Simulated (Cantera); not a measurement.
Input: 1 mol B₂O₃, 0.086 mol H₂O, at 2052 °C and 1330 Pa.

Method: chemical equilibrium by Gibbs-energy minimisation in Cantera with the NASA 1993 tables (ideal gas, pure condensed phases). The numbers say what is thermodynamically allowed, not how fast it happens.

```csv
species,before,after
B₂O₃,0.776,0.703
HBO₂,0.130,0.193
BO₂,0.0443,0.0464
H₂O,0.00356,0.00868
BO,0.0315,0.0273
H₂,0.00315,0.00635
OH,0.00101,0.00173
O₂,0.000546,0.000800
H,0.00535,0.00759
B₂O₂,0.00162,0.00122
HBO,0.00169,0.00207
```
Gas species are given as mole fractions.

Q: Which change was made?
A) temperature from 2052 °C to 1627 °C
B) temperature from 2052 °C to 1252 °C
C) temperature from 2052 °C to 1027 °C
D) H₂O from 0.086 to 0.14 mol

A: D, H₂O from 0.086 to 0.14 mol
